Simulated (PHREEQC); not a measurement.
1.3 g of hydrous ferric oxide (600 m²/g; 0.2 weak and 0.005 strong sites per Fe, Dzombak-Morel constants, diffuse double layer) in 1 kg of water with 0.01 mol/kgw of an inert sodium salt and 7.5e-06 mol Na2HAsO4, at 25 °C; the pH is set by adding NaOH or the inert anion's acid. Oxygen is held at 0.21 atm. The system is closed to CO2. Nothing may precipitate in this run.

Base run: PHREEQC, ion-association model, wateq4f.dat. Each further column changes one thing. The table gives surface charge σ (C/m²).

```tsv
pH	base	background salt from 0.01 to 0.001 mol/kgw	oxide from 1.3 to 6.5 g/kgw
4	0.219	0.131	0.235
4.5	0.162	0.085	0.174
5	0.114	0.054	0.121
6	0.049	0.019	0.051
6.5	0.030	0.011	0.031
7	0.017	0.006	0.017
7.5	0.008	0.003	0.008
8.5	-0.005	-0.002	-0.005
9	-0.013	-0.005	-0.013
9.5	-0.024	-0.009	-0.025
10	-0.041	-0.016	-0.042
11	-0.101	-0.057	-0.105
11.5	-0.153	-0.111	-0.161
12	-0.231	-0.203	-0.239
```
